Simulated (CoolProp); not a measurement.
n-pentane at 298.15 K and 0.048 MPa is throttled through a valve to 0.0286 MPa with no heat exchange. Each further row changes one setting.

Values from CoolProp's reference Helmholtz-energy equation of state, Thol 2019.

| case | temperature change (K) | final density (kg/m³) |
|---|---|---|
| as stated | ? | 0.846 |
| outlet pressure 0.00858 MPa | -1.3 | ? |
| outlet pressure 0.0372 MPa | ? | ? |

### Question
Fill in the missing entries.

### Answer

- as stated, temperature change (K): -0.7
- outlet pressure 0.00858 MPa, final density (kg/m³): 0.252
- outlet pressure 0.0372 MPa, temperature change (K): -0.4
- outlet pressure 0.0372 MPa, final density (kg/m³): 1.10
